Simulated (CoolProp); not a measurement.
Computed with CoolProp (reference Helmholtz-energy equation of state, Thol 2022).

Problem. Give the vapour pressure (MPa), liquid density (kg/m³), enthalpy of vaporisation (kJ/kg), vapour Z of saturated vinyl chloride at 74.05, 96.15 °C.

Solution. 
| T (°C) | p (MPa) | liquid density (kg/m³) | enthalpy of vaporisation (kJ/kg) | vapour Z |
|---|---|---|---|---|
| 74.05 | 1.37 | 798 | 271 | 0.818 |
| 96.15 | 2.15 | 742 | 240 | 0.746 |
